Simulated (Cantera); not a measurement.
What does this Cantera script print?

```python
import numpy as np
import cantera as ct

gas_names = """
    Cr CrO CrO2 CrO3 H HO2 H2 H2O H2O2 O OH O2 O3
""".split()
cond_names = """
    Cr(cr) Cr(L) Cr2O3(s) Cr2O3(L) H2O(s) H2O(L)
""".split()


def load(file, names, dense=False):
    # The tables refer to 1 bar. Condensed volumes are neglected.
    table = {s.name: s for s in ct.Species.list_from_file(file)}
    out = []
    for n in names:
        d = dict(table[n].input_data)
        d["thermo"] = dict(d["thermo"], **{"reference-pressure": 1e5})
        if dense:
            d["equation-of-state"] = {"model": "constant-volume", "density": "1e6 g/cm^3"}
        out.append(ct.Species.from_dict(d))
    return out


gas = ct.Solution(thermo="ideal-gas", species=load("nasa_gas.yaml", gas_names))
cond = {s.name: ct.Solution(thermo="fixed-stoichiometry", species=[s], name=s.name)
        for s in load("nasa_condensed.yaml", cond_names, dense=True)}
atoms = {
    'Cr2O3': {'Cr': 2, 'O': 3},
    'H2': {'H': 2},
    'H2O': {'H': 2, 'O': 1},
}
top_T = {}  # K; cautious upper limits of use, not melting points


def equilibrate(T, P, feed):
    n = {}
    for name, mol in feed.items():
        for a, k in atoms[name].items():
            n[a] = n.get(a, 0.0) + k * mol
    gas.TPX = T, P, n
    mass = sum(n.values()) * gas.mean_molecular_weight
    gas.equilibrate("TP")
    valid = [c for c in cond.values() if c.min_temp <= T <= top_T.get(c.name, c.max_temp)]
    mix = ct.Mixture([(gas, mass / gas.mean_molecular_weight)] + [(c, 0.0) for c in valid])
    mix.T, mix.P = T, P
    mix.equilibrate("TP", solver="vcs", rtol=1e-11, max_steps=5000)
    return mix


results = []
feed = {'Cr2O3': 1, 'H2': 230, 'H2O': 0.26}  # mol
P = 1700  # Pa
for T in [1573, 1598, 1623, 1648, 1673, 1698, 1723, 1748, 1773, 1798, 1823, 1848]:
    mix = equilibrate(T, P, feed)
    results.append((T, P, feed, dict(zip(mix.species_names, mix.species_moles))))

top = {s: max(r[3][s] / sum(r[3][g] for g in gas_names) for r in results) for s in gas_names}
cols = sorted((s for s in top if top[s] > 1e-05), key=lambda s: -top[s])[:6]
seen = [c for c in cond_names if any(r[3].get(c, 0) > 1e-12 for r in results)]
print("log10 of partial pressures in bar; condensed amounts in mol")
print(f"{'T/K':>10s}" + "".join(f"{s[:9]:>10s}" for s in cols + seen))
for T, P, feed, n in results:
    ng = sum(n[g] for g in gas_names)
    print(f"{T:10.4g}" + "".join(f"{np.log10(max(n[s] / ng * P / 1e5, 1e-99)):10.3f}" for s in cols)
          + "".join(f"{n.get(c, 0):10.4g}" for c in seen))
```

Output:

```
log10 of partial pressures in bar; condensed amounts in mol
       T/K        H2       H2O        Cr         H       CrO    Cr(cr)  Cr2O3(s)
      1573    -1.771    -4.477    -5.629    -5.276    -8.777   0.09587    0.9361
      1598    -1.771    -4.413    -5.430    -5.159    -8.494    0.1252    0.9122
      1623    -1.771    -4.351    -5.237    -5.046    -8.219    0.1506    0.8854
      1648    -1.771    -4.291    -5.050    -4.936    -7.953    0.1683    0.8555
      1673    -1.772    -4.233    -4.870    -4.829    -7.696    0.1723    0.8222
      1698    -1.772    -4.177    -4.695    -4.726    -7.446    0.1548    0.7853
      1723    -1.773    -4.122    -4.525    -4.626    -7.204    0.1044    0.7446
      1748    -1.774    -4.069    -4.360    -4.528    -6.969  0.005757    0.6997
      1773    -1.775    -3.985    -4.250    -4.433    -6.757         0    0.6161
      1798    -1.776    -3.900    -4.148    -4.341    -6.553         0    0.5134
      1823    -1.777    -3.816    -4.051    -4.252    -6.356         0    0.3901
      1848    -1.779    -3.734    -3.958    -4.165    -6.164         0    0.2428
```

These are equilibrium values from Cantera (NASA tables, ideal gas, pure condensed phases), not measurements of a reactor. Mutual solubility and eutectic melting of coexisting phases are not modelled.
